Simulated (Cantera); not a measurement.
Thermodynamics of fluorocarbon and chlorocarbon gases, feed CH3Cl + H2

Input: 1 mol CH3Cl, 0.67 mol H2, at 752 °C and 100 Torr.

Method: chemical equilibrium by Gibbs-energy minimisation in Cantera with the NASA 1993 tables (ideal gas, pure condensed phases). Candidate condensed phases: C, C6H6, C7H8, C8H18; 91 gas species. Equilibrium is a limit: real reactors are often held back by kinetics, nucleation or transport.

The x(H2) comes out as 0.620 and the x(HCl) comes out as 0.376. The x(CH4) comes out as 0.00377 and the n(C(graphite)) is 0.990 mol. The gas amount is 2.660 mol.
